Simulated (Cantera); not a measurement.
Equilibrium for chlorosilane synthesis and conversion: SiCl4 + Cl2 + H2

A closed system holds: 1 mol SiCl4, 3 mol Cl2, 5.2 mol H2, at 1 atm.

These are equilibrium values from Cantera (NASA tables, ideal gas, pure condensed phases), not measurements of a reactor. Candidate condensed phases: Si; 19 gas species. The tables' values for SiCl3 are old estimates; treat these amounts as uncertain. Rates play no part.

```tsv
T (K)	x HCl	x H2	x SiCl4	x SiCl3	x SiHCl3
775	0.652	0.239	0.109	2.15e-8	2.58e-5
850	0.652	0.239	0.109	2.40e-7	6.61e-5
925	0.652	0.239	0.109	1.80e-6	0.000144
1000	0.652	0.239	0.108	9.89e-6	0.000280
1075	0.653	0.239	0.108	4.26e-5	0.000491
1150	0.653	0.238	0.108	0.000151	0.000798
1225	0.654	0.238	0.107	0.000452	0.00121
1300	0.655	0.237	0.106	0.00118	0.00174
1375	0.657	0.235	0.103	0.00274	0.00235
1450	0.661	0.231	0.0985	0.00561	0.00297
1525	0.667	0.225	0.0908	0.0102	0.00346
```
x: gas mole fraction; nothing condenses.

From 775 K to 1525 K nothing is condensed. The main Si-bearing gas is SiCl4 throughout.
